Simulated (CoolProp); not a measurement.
Ethane along the isobar 44.6 bar: Z from the reference equation and from simpler models built on Tc = 32.2 °C, pc = 48.72 bar, ω = 0.099; each cubic takes its own stable root.

Values from CoolProp's reference Helmholtz-energy equation of state, Bücker 2006.

```
T (°C)   phase  reference  van der Waals  Redlich-Kwong  Soave-Redlich-Kwong  Peng-Robinson
------  ------  ---------  -------------  -------------  -------------------  -------------
14.45   liquid        ___         0.2290         0.1748               0.1721         0.1532
19.75   liquid     0.1559         0.2398         0.1854                  ___         0.1630
25.15   liquid     0.1669         0.2654         0.2061               0.2026            ___
30.55      gas        ___            ___         0.5196               0.5181            ___
35.95      gas     0.5750         0.6094         0.5795               0.5817         0.5535
41.35      gas     0.6202         0.6426         0.6208               0.6250            ___
46.65      gas     0.6545         0.6690         0.6528               0.6584         0.6307
52.05      gas     0.6832         0.6917         0.6799               0.6867         0.6592
57.45      gas     0.7076         0.7115         0.7032               0.7108         0.6837
62.85      gas     0.7288         0.7289         0.7235               0.7319         0.7051
68.25      gas     0.7475         0.7445         0.7414               0.7506         0.7242
73.55      gas     0.7638         0.7583         0.7573               0.7671         0.7410
78.95      gas     0.7788         0.7711            ___               0.7823         0.7565
```

Problem. What belongs in the gaps?

Solution. 
- 14.45, reference: 0.1503
- 19.75, Soave-Redlich-Kwong: 0.1825
- 25.15, Peng-Robinson: 0.1818
- 30.55, reference: 0.5062
- 30.55, van der Waals: 0.5645
- 30.55, Peng-Robinson: 0.4897
- 41.35, Peng-Robinson: 0.5970
- 78.95, Redlich-Kwong: 0.7719
